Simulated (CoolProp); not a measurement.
A single-stage vapour-compression cycle with the fluid: evaporating at 312.15 K (dew point), condensing at 344.15 K (bubble point), superheat 8 K, subcooling 5 K, compressor efficiency 0.7, no pressure losses. The same conditions are run with several fluids, on thermodynamics alone (safety and materials aside).

The numbers come from the reference Helmholtz-energy equation of state of each fluid (ammonia: Gao 2020; R407C: Lemmon 2003; R1336mzz(Z): McLinden 2020; isobutane: Bücker 2006; R124: de Vries 1995; dimethyl ether: Wu 2011) in CoolProp. Blends and air are pseudo-pure fits.

```json
[
 {"fluid": "ammonia", "cooling COP": "5.85", "pressure ratio": "2.24", "discharge temperature (K)": "401.1", "refrigerating effect (kJ/kg)": "993", "volumetric capacity (kJ/m³)": "11100"},
 {"fluid": "R407C", "cooling COP": "4.43", "pressure ratio": "2.33", "discharge temperature (K)": "370.7", "refrigerating effect (kJ/kg)": "128", "volumetric capacity (kJ/m³)": "7960"},
 {"fluid": "R1336mzz(Z)", "cooling COP": "6.12", "pressure ratio": "2.72", "discharge temperature (K)": "348.9", "refrigerating effect (kJ/kg)": "…", "volumetric capacity (kJ/m³)": "1080"},
 {"fluid": "isobutane", "cooling COP": "5.89", "pressure ratio": "2.15", "discharge temperature (K)": "352.4", "refrigerating effect (kJ/kg)": "…", "volumetric capacity (kJ/m³)": "…"},
 {"fluid": "R124", "cooling COP": "5.82", "pressure ratio": "2.24", "discharge temperature (K)": "354.8", "refrigerating effect (kJ/kg)": "112", "volumetric capacity (kJ/m³)": "3810"},
 {"fluid": "dimethyl ether", "cooling COP": "…", "pressure ratio": "2.13", "discharge temperature (K)": "365.1", "refrigerating effect (kJ/kg)": "322", "volumetric capacity (kJ/m³)": "…"}
]
```

### Question
Fill in the missing entries.

### Answer

- R1336mzz(Z), refrigerating effect (kJ/kg): 135
- isobutane, refrigerating effect (kJ/kg): 257
- isobutane, volumetric capacity (kJ/m³): 3290
- dimethyl ether, cooling COP: 5.91
- dimethyl ether, volumetric capacity (kJ/m³): 5600
